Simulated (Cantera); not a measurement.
Input (Python, Cantera) and output of one run.

```python
import numpy as np
import cantera as ct

gas_names = """
    O2 CO2
""".split()
cond_names = """
    Nb(cr) Nb(L) NbO2(I) NbO2(II) NbO2(III) NbO2(L) Ta(cr) Ta(L) Ta2O5(s) Ta2O5(L) C(gr)
""".split()


# ... load() reads the species with a 1 bar reference pressure and builds the phases ...
species = {s.name: s for s in load("nasa_gas.yaml", gas_names) + load("nasa_condensed.yaml", cond_names)}
# Each term lists the table entries of one substance; the one whose range holds T is used.
reactions = {
    'Nb + O2(g) = NbO2':
        [(-1, ['Nb(cr)', 'Nb(L)']), (-1, ['O2']), (1, ['NbO2(I)', 'NbO2(II)', 'NbO2(III)', 'NbO2(L)'])],
    '0.8 Ta + O2(g) = 0.4 Ta2O5':
        [(-0.8, ['Ta(cr)', 'Ta(L)']), (-1, ['O2']), (0.4, ['Ta2O5(s)', 'Ta2O5(L)'])],
    'C + O2(g) = CO2(g)':
        [(-1, ['C(gr)']), (-1, ['O2']), (1, ['CO2'])],
}


def pick(names, T):
    return next(species[n] for n in names if species[n].thermo.min_temp <= T <= species[n].thermo.max_temp)


results = []
for label, terms in reactions.items():
    print(label)
    print("     T/K   dH/kJ  dS/(J/K)   dG/kJ   log10 K")
    for T in [2275, 2325, 2375, 2425, 2475, 2525, 2575, 2625]:
        used = [(nu, pick(names, T)) for nu, names in terms]
        dH = sum(nu * s.thermo.h(T) for nu, s in used) / 1e6
        dS = sum(nu * s.thermo.s(T) for nu, s in used) / 1e3
        dG = dH - T * dS / 1e3
        logK = -dG * 1e6 / (ct.gas_constant * T * np.log(10))
        results.append((label, T, dH, dS, dG, logK, [s.name for _, s in used]))
        print(f"{T:8g} {dH:8.1f} {dS:8.1f} {dG:8.1f} {logK:8.2f}")
```

Result:

```
Nb + O2(g) = NbO2
     T/K   dH/kJ  dS/(J/K)   dG/kJ   log10 K
    2275   -667.3   -111.3   -414.2     9.51
    2325   -666.4   -110.9   -408.6     9.18
    2375   -665.4   -110.5   -403.1     8.86
    2425   -664.5   -110.1   -397.6     8.56
    2475   -663.7   -109.7   -392.1     8.27
    2525   -662.9   -109.4   -386.6     8.00
    2575   -662.1   -109.1   -381.1     7.73
    2625   -661.3   -108.8   -375.7     7.48
0.8 Ta + O2(g) = 0.4 Ta2O5
     T/K   dH/kJ  dS/(J/K)   dG/kJ   log10 K
    2275   -737.1   -129.1   -443.3    10.18
    2325   -735.5   -128.4   -436.8     9.81
    2375   -733.9   -127.8   -430.4     9.47
    2425   -732.3   -127.1   -424.1     9.13
    2475   -730.7   -126.5   -417.7     8.82
    2525   -729.2   -125.8   -411.4     8.51
    2575   -727.7   -125.3   -405.1     8.22
    2625   -726.2   -124.7   -398.9     7.94
C + O2(g) = CO2(g)
     T/K   dH/kJ  dS/(J/K)   dG/kJ   log10 K
    2275   -397.6     -0.6   -396.2     9.10
    2325   -397.7     -0.7   -396.1     8.90
    2375   -397.9     -0.8   -396.1     8.71
    2425   -398.0     -0.8   -396.0     8.53
    2475   -398.2     -0.9   -396.0     8.36
    2525   -398.4     -1.0   -396.0     8.19
    2575   -398.5     -1.0   -395.9     8.03
    2625   -398.7     -1.1   -395.9     7.88
```

Standard-state values (1 bar) from the NASA 1993 polynomials, evaluated with Cantera. Condensed species are held in their standard states even where they would react or evaporate.
